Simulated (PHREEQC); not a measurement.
Make-up at 20 °C: 22 mmol/kgw KH2PO4. Closed to the air; pH follows from the charge balance.

Computed with PHREEQC (ion-association model, wateq4f.dat).

Task: The ionic strength comes out as 0.0221 mol/kgw. What activity coefficients do H+, KHPO4-, K+, H2PO4-, HPO4-2 get?

Result: H+ 0.89, KHPO4- 0.87, K+ 0.86, H2PO4- 0.87, HPO4-2 0.57.

This is a speciation only: nothing precipitates in the calculation. H3PO4, which wateq4f.dat lacks, is added to it with the constant of phreeqc.dat.
